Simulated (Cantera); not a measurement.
An isothermal, constant-pressure homogeneous reactor starts with 53.6 % N₂O, 0.188 % H₂, 45.6 % N₂, 0.643 % H₂O, at 1223 K and 263 Torr.

Cantera simulation using GRI-Mech 3.0 (53 species, 325 reactions); the numbers are that mechanism's predictions, not measurements. GRI-Mech 3.0 was tuned for natural gas; its chemistry of N2O as a main component is partial and can be far from experiment. The mechanism lacks the step 2 NO + O2 → 2 NO2, which can matter for NO2 below about 1400 K. The temperature is held fixed by assumption; the heat of reaction is taken as removed at once.

x: mole fraction; the columns are a selection and need not sum to one.

```
t (s)        x N₂O      x H₂       x H   x N₂      x NO
--------  --------  --------  --------  -----  --------
5.00e-5      0.536   0.00188   4.98e-8  0.456   5.15e-7
0.000132     0.536   0.00187   1.28e-7  0.456   1.99e-6
0.000349     0.536   0.00186   3.03e-7  0.456   6.26e-6
0.000920     0.536   0.00178   5.75e-7  0.456   1.84e-5
0.00243      0.535       ___   6.41e-7  0.456   5.03e-5
0.00642      0.534       ___   3.68e-7  0.457  0.000126
0.0169       0.531       ___   9.10e-8  0.459  0.000309
0.0447       0.524       ___   8.55e-9  0.463  0.000788
0.118        0.508       ___   2.96e-9  0.472   0.00207
0.312        0.468   2.07e-8   3.08e-9  0.495   0.00526
0.823        0.381   1.93e-8   3.20e-9  0.544    0.0122
2.17         0.232   1.86e-8   3.15e-9  0.630    0.0237
5.74        0.0769       ___   2.09e-9  0.719    0.0341
15.1       0.00915       ___  2.77e-10  0.759    0.0367
40.0      0.000114  5.60e-10  1.33e-11  0.764    0.0366
```

### Question
Some entries are withheld; supply them.

### Answer

- 0.00243, x H₂: 0.00148
- 0.00642, x H₂: 0.000882
- 0.0169, x H₂: 0.000269
- 0.0447, x H₂: 2.14e-5
- 0.118, x H₂: 5.21e-8
- 5.74, x H₂: 1.42e-8
- 15.1, x H₂: 3.82e-9
